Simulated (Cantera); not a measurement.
Cantera run:

```python
import numpy as np
import cantera as ct

gas_names = """
    C CH CH2 CH3 CH2OH CH3O CH4 CH3OH CN CO CO2 COOH C2 C2H CHCO,ketyl C2H2,acetylene C2H2,vinylidene
    CH2CO,ketene C2H3,vinyl CH3CN CH3CO,acetyl C2H4 C2H4O,ethylen CH3CHO,ethanal CH3COOH (HCOOH)2 C2H5
    C2H6 CH3OCH3 C2H5OH CCN CNC C2N2 C2O C3 C3H3,propargyl C3H4,allene C3H4,propyne C3H4,cyclo-
    C3H5,allyl C3H6,propylene C3H6,cyclo- C3H6O C3H7,n-propyl C3H7,i-propyl C3H8 C3H8O,1propanol
    C3H8O,2propanol C3O2 C4 C4H2 C4H4,1,3-cyclo- C4H6,butadiene C4H6,2-butyne C4H6,cyclo- C4H8,1-butene
    C4H8,cis2-buten C4H8,tr2-butene C4H8,isobutene C4H8,cyclo- (CH3COOH)2 C4H9,n-butyl C4H9,i-butyl
    C4H9,s-butyl C4H9,t-butyl C4H10,isobutane C4H10,n-butane C4N2 C5 C5H6,1,3cyclo- C5H8,cyclo-
    C5H10,1-pentene C5H10,cyclo- C5H11,pentyl C5H11,t-pentyl C5H12,n-pentane C5H12,i-pentane
    CH3C(CH3)2CH3 C6H2 C6H5,phenyl C6H5O,phenoxy C6H6 C6H5OH,phenol C6H10,cyclo- C6H12,1-hexene
    C6H12,cyclo- C6H13,n-hexyl C7H7,benzyl C7H8 C7H8O,cresol C7H14,1-heptene C7H15,n-heptyl
    C7H16,n-heptane C8H8,styrene C8H10,ethylbenz C8H16,1-octene C8H17,n-octyl C8H18,isooctane
    C8H18,n-octane C9H19,n-nonyl C10H8,naphthale C10H21,n-decyl C12H9,o-bipheny C12H10,bipheny H HCN HCO
    HCCN HNC HNCO HNO HNO2 HNO3 HO2 H2 HCHO,formaldehy HCOOH H2O H2O2 N NCO NH NH2 NH3 NH2OH NO NO2 NO3
    N2 N2H2 N2H4 N2O O OH O2 O3
""".split()
cond_names = """
    C(gr) C6H6(L) C7H8(L) C8H18(L),n-octa H2O(s) H2O(L)
""".split()


def load(file, names, dense=False):
    # The tables refer to 1 bar. Condensed volumes are neglected.
    table = {s.name: s for s in ct.Species.list_from_file(file)}
    out = []
    for n in names:
        d = dict(table[n].input_data)
        d["thermo"] = dict(d["thermo"], **{"reference-pressure": 1e5})
        if dense:
            d["equation-of-state"] = {"model": "constant-volume", "density": "1e6 g/cm^3"}
        out.append(ct.Species.from_dict(d))
    return out


gas = ct.Solution(thermo="ideal-gas", species=load("nasa_gas.yaml", gas_names))
cond = {s.name: ct.Solution(thermo="fixed-stoichiometry", species=[s], name=s.name)
        for s in load("nasa_condensed.yaml", cond_names, dense=True)}
atoms = {
    'CO': {'C': 1, 'O': 1},
    'NH3': {'N': 1, 'H': 3},
    'N2': {'N': 2},
}
top_T = {'C(gr)': 4500}  # K; cautious upper limits of use, not melting points


def equilibrate(T, P, feed):
    n = {}
    for name, mol in feed.items():
        for a, k in atoms[name].items():
            n[a] = n.get(a, 0.0) + k * mol
    gas.TPX = T, P, n
    mass = sum(n.values()) * gas.mean_molecular_weight
    gas.equilibrate("TP")
    valid = [c for c in cond.values() if c.min_temp <= T <= top_T.get(c.name, c.max_temp)]
    mix = ct.Mixture([(gas, mass / gas.mean_molecular_weight)] + [(c, 0.0) for c in valid])
    mix.T, mix.P = T, P
    mix.equilibrate("TP", solver="vcs", rtol=1e-11, max_steps=5000)
    return mix


results = []
feed = {'CO': 1, 'NH3': 1.1, 'N2': 0.82}  # mol
T = 1575  # K
P = 9500  # Pa
mix = equilibrate(T, P, feed)
results.append((T, P, feed, dict(zip(mix.species_names, mix.species_moles))))
x = sorted(zip(gas.X, gas.species_names), reverse=True)
print(f"T = {T:g} K  P = {P:g} Pa  gas = {mix.phase_moles(0):.4g} mol")
print("   x: " + "  ".join(f"{s} {v:.3e}" for v, s in x if v > 1e-05))
print("   condensed (mol): " + ("  ".join(f"{mix.phase(i).name} {mix.phase_moles(i):.4g}"
      for i in range(1, mix.n_phases) if mix.phase_moles(i) > 1e-12) or "none"))
```

It prints:

```
T = 1575 K  P = 9500 Pa  gas = 4.02 mol
   x: H2 4.103e-01  N2 3.408e-01  CO 2.487e-01  H 8.636e-05  HCN 8.576e-05  H2O 7.586e-05  CO2 1.585e-05
   condensed (mol): none
```

Equilibrium computed with Cantera from the NASA thermochemical tables; the gas is ideal and each condensed phase is pure.
